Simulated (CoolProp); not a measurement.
The numbers come from the reference Helmholtz-energy equation of state, Gedanitz 2015 in CoolProp.

Question: For cyclopentane, give the phase and the Z, Joule-Thomson coefficient (K/MPa), isothermal compressibility (1/MPa), fugacity coefficient at 550 K and 33.6 bar.

Answer: 
- 550 K and 33.6 bar: gas; Z 0.767, Joule-Thomson coefficient 7.65, isothermal compressibility 0.404, fugacity coefficient 0.805
